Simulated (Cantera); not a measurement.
## Premixed flame

A freely propagating, adiabatic, planar premixed flame of 44.2 % H2, 13.0 % O2, 42.9 % N2, equivalence ratio 1.7, unburnt at 450 K and 500000 Pa; multicomponent transport, grid criteria slope 0.08 and curve 0.16, no radiation.

Computed with Cantera and the H2/O2 subset of GRI-Mech 3.0, which has no nitrogen chemistry. The hydrogen kinetics of GRI-Mech 3.0 are dated; newer H2 mechanisms differ, most at raised pressure. Burning velocities carry a grid error of a few per cent, more on coarse grids.

| z (mm) | T (K) | u (m/s) | x H2 | x O2 | x H2O | x H2O2 | x O | x H |
|---|---|---|---|---|---|---|---|---|
| -0.147 | 450 | 6.35 | 0.442 | 0.130 | <1e-8 | <1e-8 | <1e-8 | <1e-8 |
| -0.0977 | 450 | 6.35 | 0.441 | 0.130 | <1e-8 | <1e-8 | <1e-8 | <1e-8 |
| -0.0733 | 450 | 6.35 | 0.441 | 0.130 | 8.96e-8 | <1e-8 | <1e-8 | <1e-8 |
| -0.0488 | 451 | 6.36 | 0.441 | 0.130 | 3.69e-6 | 2.95e-8 | 3.22e-8 | <1e-8 |
| -0.0244 | 506 | 7.04 | 0.432 | 0.131 | 0.00177 | 2.19e-5 | 8.59e-6 | 3.54e-5 |
| -0.0122 | 853 | 11.5 | 0.392 | 0.121 | 0.0314 | 9.78e-5 | 0.000301 | 0.00426 |
| 0 | 1316 | 17.2 | 0.312 | 0.0882 | 0.108 | 2.74e-5 | 0.00211 | 0.0242 |
| 0.0122 | 1639 | 21.1 | 0.235 | 0.0424 | 0.197 | 4.05e-6 | 0.00353 | 0.0475 |
| 0.0244 | 1810 | 23.1 | 0.196 | 0.0161 | 0.247 | 2.17e-6 | 0.00296 | 0.0571 |
| 0.0488 | 1963 | 24.9 | 0.181 | 0.00292 | 0.275 | 1.08e-6 | 0.00187 | 0.0536 |
| 0.0977 | 2092 | 26.3 | 0.186 | 0.000809 | 0.282 | 5.63e-7 | 0.00113 | 0.0406 |
| 0.195 | 2202 | 27.4 | 0.193 | 0.000386 | 0.287 | 3.06e-7 | 0.000575 | 0.0276 |
| 0.391 | 2284 | 28.3 | 0.198 | 0.000164 | 0.292 | 1.60e-7 | 0.000245 | 0.0174 |
x: mole fraction of selected species; z is measured from the peak of heat release.

```
Property                     Result
------------------------  ---------
laminar burning velocity   635 cm/s
thermal thickness         0.0488 mm
peak x(H2O2)                9.86e-5
peak x(O)                   0.00354
peak x(H)                    0.0578
grid points                     111
```
